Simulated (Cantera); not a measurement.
**Equilibrium for hydrogen reduction and annealing atmospheres: ZrO₂ + H₂ + N₂**

Charge: 1 mol ZrO₂, 2.9 mol H₂, 6.6 mol N₂, equilibrated at 13.3 mbar.

Method: chemical equilibrium by Gibbs-energy minimisation in Cantera with the NASA 1993 tables (ideal gas, pure condensed phases). Candidate condensed phases: H₂O, Zr, ZrN, ZrO₂; 28 gas species. The numbers say what is thermodynamically allowed, not how fast it happens.

```json
[
 {"T (K)": "1373", "log p N₂": "-2.03", "log p H₂": "-2.39", "log p H": "-6.67", "log p H₂O": "-7.82", "log p NH₃": "-8.63", "log p OH": "-13.85", "n ZrO₂(monoclinic)": "1.000", "n ZrO₂(tetragonal)": "0"},
 {"T (K)": "1423", "log p N₂": "-2.03", "log p H₂": "-2.39", "log p H": "-6.37", "log p H₂O": "-7.66", "log p NH₃": "-8.70", "log p OH": "-13.31", "n ZrO₂(monoclinic)": "1.000", "n ZrO₂(tetragonal)": "0"},
 {"T (K)": "1473", "log p N₂": "-2.03", "log p H₂": "-2.39", "log p H": "-6.09", "log p H₂O": "-7.52", "log p NH₃": "-8.77", "log p OH": "-12.81", "n ZrO₂(monoclinic)": "1.000", "n ZrO₂(tetragonal)": "0"},
 {"T (K)": "1523", "log p N₂": "-2.03", "log p H₂": "-2.39", "log p H": "-5.83", "log p H₂O": "-7.39", "log p NH₃": "-8.84", "log p OH": "-12.35", "n ZrO₂(monoclinic)": "0", "n ZrO₂(tetragonal)": "1.000"},
 {"T (K)": "1573", "log p N₂": "-2.03", "log p H₂": "-2.39", "log p H": "-5.59", "log p H₂O": "-7.27", "log p NH₃": "-8.90", "log p OH": "-11.91", "n ZrO₂(monoclinic)": "0", "n ZrO₂(tetragonal)": "1.000"},
 {"T (K)": "1623", "log p N₂": "-2.03", "log p H₂": "-2.39", "log p H": "-5.36", "log p H₂O": "-7.16", "log p NH₃": "-8.96", "log p OH": "-11.50", "n ZrO₂(monoclinic)": "0", "n ZrO₂(tetragonal)": "1.000"},
 {"T (K)": "1673", "log p N₂": "-2.03", "log p H₂": "-2.39", "log p H": "-5.14", "log p H₂O": "-7.06", "log p NH₃": "-9.01", "log p OH": "-11.12", "n ZrO₂(monoclinic)": "0", "n ZrO₂(tetragonal)": "1.000"},
 {"T (K)": "1723", "log p N₂": "-2.03", "log p H₂": "-2.39", "log p H": "-4.93", "log p H₂O": "-6.96", "log p NH₃": "-9.07", "log p OH": "-10.76", "n ZrO₂(monoclinic)": "0", "n ZrO₂(tetragonal)": "1.000"},
 {"T (K)": "1773", "log p N₂": "-2.03", "log p H₂": "-2.39", "log p H": "-4.74", "log p H₂O": "-6.86", "log p NH₃": "-9.11", "log p OH": "-10.42", "n ZrO₂(monoclinic)": "0", "n ZrO₂(tetragonal)": "1.000"},
 {"T (K)": "1823", "log p N₂": "-2.03", "log p H₂": "-2.39", "log p H": "-4.56", "log p H₂O": "-6.77", "log p NH₃": "-9.16", "log p OH": "-10.10", "n ZrO₂(monoclinic)": "0", "n ZrO₂(tetragonal)": "1.000"},
 {"T (K)": "1873", "log p N₂": "-2.03", "log p H₂": "-2.39", "log p H": "-4.39", "log p H₂O": "-6.69", "log p NH₃": "-9.21", "log p OH": "-9.79", "n ZrO₂(monoclinic)": "0", "n ZrO₂(tetragonal)": "1.000"}
]
```
log p: log10 of the partial pressure in bar; n: condensed amount in mol.

From 1373 K to 1473 K the condensed part is ZrO₂(monoclinic). From 1523 K to 1873 K the condensed part is ZrO₂(tetragonal).
